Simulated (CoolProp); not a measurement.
Values from CoolProp's reference Helmholtz-energy equation of state, Thol 2018.

Give the vapour pressure (MPa), liquid density (kg/m³), vapour density (kg/m³), enthalpy of vaporisation (kJ/kg) of saturated hydrogen chloride at 212.1 K.


```csv
T (K),p (MPa),liquid density (kg/m³),vapour density (kg/m³),enthalpy of vaporisation (kJ/kg)
212.1,0.333,1120,7.38,416
```
